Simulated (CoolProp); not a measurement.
A single-stage vapour-compression cycle with R22: evaporating at 285.15 K (dew point), condensing at 306.15 K (bubble point), superheat 0 K, subcooling 0 K, compressor efficiency 0.8, no pressure losses. Each further row changes one setting.

Model: reference Helmholtz-energy equation of state, Kamei 1995, in CoolProp.

```
case                              cooling COP  pressure ratio  discharge temperature (K)  refrigerating effect (kJ/kg)  volumetric capacity (kJ/m³)
--------------------------------  -----------  --------------  -------------------------  ----------------------------  ---------------------------
as stated                                9.62            1.78                      319.4                           169                         5160
evaporating temperature 290.15 K         13.1               …                          …                           170                         6020
condensing temperature 301.15 K             …            1.56                      311.4                           175                         5350
subcooling 5 K                           9.98            1.78                      319.4                           175                         5350
superheat 10 K                              …            1.78                      329.7                           177                            …
compressor efficiency 0.7                8.42            1.78                          …                           169                         5160
```

Q: What belongs in the gaps?

A: 
- evaporating temperature 290.15 K, pressure ratio: 1.54
- evaporating temperature 290.15 K, discharge temperature (K): 316.0
- condensing temperature 301.15 K, cooling COP: 13.0
- superheat 10 K, cooling COP: 9.51
- superheat 10 K, volumetric capacity (kJ/m³): 5110
- compressor efficiency 0.7, discharge temperature (K): 322.3
